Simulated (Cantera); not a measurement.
A perfectly stirred reactor is fed with C₂H₄ : H₂ = 1 : 1 (molar parts), at 1.90 bar; it is held at 1650 K, and followed from long to short residence time.

Model: GRI-Mech 3.0 (53 species, 325 reactions), integrated in Cantera. GRI-Mech 3.0 was tuned for natural gas; its chemistry of ethylene as a main component is partial and can be far from experiment. GRI-Mech 3.0 stops at C3 and has no aromatics, soot or wall deposition, so with more carbon than oxygen in the feed, carbon stays in small species such as C2H2 where larger ones or solid carbon would form.

Q: Predict: x(C₂H₄) at τ = 8.80 s; x(H₂) at τ = 8.80 s; x(C₂H) at τ = 8.80 s; x(C₂H₆) at τ = 8.80 s; x(CH₄) at τ = 8.80 s; x(C₂H₄) at τ = 57.0 ms; x(H₂) at τ = 57.0 ms; x(C₂H) at τ = 57.0 ms; x(C₂H₆) at τ = 57.0 ms; x(CH₄) at τ = 57.0 ms.

A: 
- x(C₂H₄) at τ = 8.80 s: 0.0242
- x(H₂) at τ = 8.80 s: 0.583
- x(C₂H) at τ = 8.80 s: 1.15e-7
- x(C₂H₆) at τ = 8.80 s: 8.15e-5
- x(CH₄) at τ = 8.80 s: 0.0903
- x(C₂H₄) at τ = 57.0 ms: 0.0300
- x(H₂) at τ = 57.0 ms: 0.609
- x(C₂H) at τ = 57.0 ms: 1.27e-7
- x(C₂H₆) at τ = 57.0 ms: 7.06e-5
- x(CH₄) at τ = 57.0 ms: 0.0570
